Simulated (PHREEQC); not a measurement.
Make-up at 25 °C: 0.012 mmol/kgw Ca(HCO3)2, 0.68 mmol/kgw NaF and 2.3 mmol/kgw KCl. Closed to the air; pH follows from the charge balance.

Equilibrium calculation in PHREEQC: ion-association model, wateq4f.dat.

Task: The ionic strength comes out as 0.00302 mol/kgw. What activity coefficients do K+, Cl-, Na+, HCO3-, Ca+2 get?

Result: K+ 0.94, Cl- 0.94, Na+ 0.94, HCO3- 0.94, Ca+2 0.79.

Precipitation was switched off in this run.
